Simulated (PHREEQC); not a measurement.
A PHREEQC input (ion-association model, wateq4f.dat):

```
SOLUTION 1
  temp 70
  units mg/L
  pH 7.1 charge
  pe -2
  Na 250
  K 8.27
  Ca 862
  Mg 245
  Cl 1980
  S(6) 508 as SO4
  Alkalinity 518 as HCO3
  Zn 0.822
END
USE solution 1
EQUILIBRIUM_PHASES 1
  Quartz 0 0.5
  CO2(g) -2 10
END
```

It stops with these messages:

```
ERROR: pH adustment cannot attain charge balance when alkalinity is fixed.
ERROR: Program terminating due to input errors.
```

The fault: pH asked from the charge balance while alkalinity is fixed. The line should read `pH 7.1` where the input has `pH 7.1 charge`. With the mend the run ends at pH 7.79 and ionic strength 0.0951 mol/kgw.
